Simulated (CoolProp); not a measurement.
A simple Rankine cycle with sulfur dioxide: condensing at 322.15 K, boiler at 5.47 MPa, turbine inlet 449 K, turbine efficiency 0.75, pump efficiency 0.8, no recuperator. Each further row changes one setting.

Values from CoolProp's reference Helmholtz-energy equation of state, Gao 2016.

```
case                             thermal efficiency (%)  net work (kJ/kg)  heat in (kJ/kg)  turbine exit temperature (K)  volume ratio over the turbine
-------------------------------  ----------------------  ----------------  ---------------  ----------------------------  -----------------------------
as stated                                          13.4              50.3              375                         322.2                           5.56
turbine inlet 469 K                                13.9              55.1              397                         336.2                           5.44
condensing temperature 314.15 K                    14.5              56.1              386                         314.2                           6.88
boiler pressure 3.83 MPa                           11.9              46.9              395                         345.0                           3.93
turbine efficiency 0.65                            11.5              43.0              375                         324.5                           5.71
```

The expansion ends wet for: as stated; condensing temperature 314.15 K.
